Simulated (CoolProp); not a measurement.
Vapour-liquid equilibrium of R142b (1) + R113 (2) at 323.7 K; x and y are mole fractions of (1).

Computed with CoolProp (multi-fluid Helmholtz-energy mixture model, Lemmon 2006 and Marx 1992; pair parameters Bell 2016).

```
x     bubble pressure, mixture model (bar)  bubble pressure, Raoult's law (bar)  y, mixture model  y, Raoult's law
----  ------------------------------------  -----------------------------------  ----------------  ---------------
0.05                                 1.474                                1.407             0.269            0.246
0.15                                 2.154                                1.987             0.537            0.522
0.25                                 2.788                                2.568             0.673            0.674
0.35                                 3.382                                3.149             0.757            0.769
0.45                                 3.944                                3.729             0.815            0.835
0.55                                 4.481                                4.310             0.859            0.883
0.65                                 5.007                                4.890             0.896            0.920
0.75                                 5.531                                5.471             0.927            0.949
0.85                                 6.068                                6.051             0.957            0.972
0.95                                 6.628                                6.632             0.986            0.992
```

The largest gap from Raoult's law is +8.6 % in bubble pressure, at x = 0.25. No azeotrope shows between x = 0.05 and 0.95.

The pair parameters rest on a limited set of measurements; away from them the model extrapolates.
